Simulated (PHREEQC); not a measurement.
Solution (53 °C): 0.0067 mol K2CO3 and 0.016 mol KH2PO4 per kg of water. Closed to the air; pH follows from the charge balance.

All values are PHREEQC results (ion-association model, wateq4f.dat), not measurements.

### Question
The ionic strength comes out as 0.0369 mol/kgw. What activity coefficients do KHPO4-, HPO4-2, CO3-2, H2PO4-, HCO3- get?

### Answer
KHPO4- 0.84, HPO4-2 0.49, CO3-2 0.49, H2PO4- 0.84, HCO3- 0.84.

This is a speciation only: nothing precipitates in the calculation. Complexes and solids missing from the database can't appear. H3PO4, which wateq4f.dat lacks, is added to it with the constant of phreeqc.dat. Constants without temperature data keep their 25 °C values here.
